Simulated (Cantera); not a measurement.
Standard-state values (1 bar) from the NASA 1993 polynomials, evaluated with Cantera. Values are per mole of reaction as written; species without (g) are pure solids or liquids, kept so even where they would boil at 1 bar.

Question: Between 650 and 1350 K, where is each reaction favourable under standard conditions?
- K + Cl(g) ⇌ KCl

Answer: 
- K + Cl(g) ⇌ KCl: ΔG° is -460 kJ at 650 K and -363 kJ at 1350 K; it stays negative (K > 1). ΔH° is -524 kJ and ΔS° -120 J/K at 1350 K.
